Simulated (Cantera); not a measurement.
A perfectly stirred reactor is fed with 9.83 % CO, 3.05 % H2, 2.36 % CH4, 17.8 % O2, 67.0 % N2, equivalence ratio 0.63, at 10.0 bar; it is adiabatic with a 575 K inlet, and is followed from long to short residence time, starting on the burning branch (τ in s: 0.067, 0.029, 0.013, 0.0057, 0.0025, 0.0011, 0.00048, 0.00021, 9.3e-05, 4.1e-05, 1.8e-05, 7.9e-06).

Cantera simulation using GRI-Mech 3.0 (53 species, 325 reactions); the numbers are that mechanism's predictions, not measurements.

x: mole fraction; the columns are a selection and need not sum to one.

```tsv
τ (s)	T (K)	x CO	x H2	x CH4	x H2O	x HCO	x CH2CO	x CH2O
0.067	2095	0.000527	6.27e-5	5.24e-7	0.0823	1.02e-9	2.14e-11	7.75e-8
0.029	2095	___	___	___	0.0822	___	6.12e-11	___
0.013	2094	0.000845	8.48e-5	2.37e-6	0.0821	5.21e-9	1.83e-10	3.58e-7
0.0057	2090	0.00127	0.000115	4.71e-6	0.0820	1.19e-8	5.93e-10	7.25e-7
0.0025	2082	___	___	___	0.0817	___	___	___
0.0011	2070	0.00342	0.000270	1.56e-5	0.0813	6.32e-8	5.54e-9	2.54e-6
0.00048	2048	0.00576	0.000437	2.76e-5	0.0807	1.48e-7	1.54e-8	4.58e-6
0.00021	2013	0.00966	0.000701	4.94e-5	0.0799	3.45e-7	4.06e-8	8.22e-6
9.3e-5	1958	0.0160	0.00109	9.26e-5	0.0787	7.96e-7	1.03e-7	1.50e-5
4.1e-5	1864	0.0275	0.00169	0.000203	0.0772	1.85e-6	2.95e-7	3.00e-5
1.8e-5	575	0.0983	0.0305	0.0236	<1e-12	<1e-12	<1e-12	<1e-12
7.9e-6	575	0.0983	0.0305	0.0236	<1e-12	<1e-12	<1e-12	<1e-12
```

Task: Fill in the missing entries.

Result: 
- 0.029, x CO: 0.000634
- 0.029, x H2: 7.01e-5
- 0.029, x CH4: 1.15e-6
- 0.029, x HCO: 2.34e-9
- 0.029, x CH2O: 1.72e-7
- 0.0025, x CO: 0.00205
- 0.0025, x H2: 0.000171
- 0.0025, x CH4: 8.78e-6
- 0.0025, x HCO: 2.74e-8
- 0.0025, x CH2CO: 1.87e-9
- 0.0025, x CH2O: 1.39e-6
